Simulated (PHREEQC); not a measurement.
Dissolve 0.0017 mol/kgw H2SO4 and 0.00092 mol/kgw FeCl3 at 25 °C. Closed to the air; pH follows from the charge balance.

The numbers come from PHREEQC with the ion-association model, phreeqc.dat.

Problem. The ionic strength comes out as 0.00636 mol/kgw. What activity coefficients do Fe(SO4)2-, H+, FeSO4+, FeCl+2, FeHSO4+2 get?

Solution. Fe(SO4)2- 0.92, H+ 0.93, FeSO4+ 0.92, FeCl+2 0.72, FeHSO4+2 0.71.

No solid was allowed to form. The solution is supersaturated, for example in Hematite (slow to form), Goethite (slow to form), so a real one may precipitate; this is no full list.
